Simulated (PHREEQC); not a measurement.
**Spent oxide etchant: speciation**

Make-up at 25 °C: 0.047 mol HF, 0.012 mol H2SiF6 and 0.0061 mol H2SO4 per kg of water. Closed to the air; pH follows from the charge balance.

Model: ion-association model, phreeqc.dat, run in PHREEQC.

Precipitation was switched off in this run.

Estimate the pH.

pH 1.54.

In which forms is S present?

HSO4- 62 %, SO4-2 38 % of the S.

Complexes and solids missing from the database can't appear. SiF6-2 is the database's only silicon fluoride.
